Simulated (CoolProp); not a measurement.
Model: reference Helmholtz-energy equation of state, Beckmüller 2019, in CoolProp.

### Question
For n-octane, give the phase and the Joule-Thomson coefficient (K/MPa), viscosity (µPa s), Prandtl number at 355.6 K and 0.101 MPa; 530.6 K and 0.101 MPa; 600.5 K and 0.101 MPa.

### Answer
- 355.6 K and 0.101 MPa: liquid; Joule-Thomson coefficient -0.328, viscosity 285, Prandtl number 6.49
- 530.6 K and 0.101 MPa: gas; Joule-Thomson coefficient 9.97, viscosity 10.0, Prandtl number 0.756
- 600.5 K and 0.101 MPa: gas; Joule-Thomson coefficient 6.66, viscosity 11.3, Prandtl number 0.744

Viscosity comes from a separate model (Huber 2004). Thermal conductivity comes from a separate model (Huber 2005).
